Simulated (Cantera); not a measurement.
A closed system holds: 1 mol C₃H₆, 0.14 mol NH₃, 3.9 mol N₂, 0.74 mol H₂O, equilibrated at 1330 Pa.

Cantera equilibrium calculation (NASA polynomials, part measured and part estimated; ideal gas, pure solids and liquids). Candidate condensed phases: C, C₆H₆, C₇H₈, C₈H₁₈, H₂O; 169 gas species. Ions and electrons are included (thermal ionisation). Equilibrium is a limit: real reactors are often held back by kinetics, nucleation or transport.

Q: What share of the C ends up in condensed phases as a function of T (K), at 2500, 3000, 3500, 4000, 4500, 5000?

A: 
```tsv
T (K)	C condensed (%)	as
2500	63.5	C(graphite)
3000	13.0	C(graphite)
3500	0.0	-
4000	0.0	-
4500	0.0	-
5000	0.0	-
```
